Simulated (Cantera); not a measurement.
Charge: 1 mol Al, 3.7 mol HCl, 100 mol H2, 0.23 mol NH3, equilibrated at 26000 Pa.

Equilibrium computed with Cantera from the NASA thermochemical tables; the gas is ideal and each condensed phase is pure. Candidate condensed phases: Al, AlCl3, AlN, NH4Cl; 20 gas species. The tables' values for AlCl2 are old estimates; treat these amounts as uncertain. The numbers say what is thermodynamically allowed, not how fast it happens. All values below are at 1448 K.

Base state: H2 0.976, HCl 0.0157, AlCl3 0.00569, AlCl 0.00119, AlCl2 0.000845, N2 0.000156, H 1.79e-5 (mole fractions); condensed: AlN(s).

Q: What changes in the equilibrium state with this change: H2 from 100 to 9.9 mol?

A: 
| species | before | after |
|---|---|---|
| H2 | 0.976 | 0.858 |
| AlCl3 | 0.00569 | 0.0678 |
| HCl | 0.0157 | 0.0635 |
| N2 | 0.000156 | 0.00712 |
| AlCl2 | 0.000845 | 0.00233 |
| AlCl | 0.00119 | 0.000764 |
| H | 1.79e-5 | 1.67e-5 |
| AlN(s), mol | 0.198 | 0.0366 |
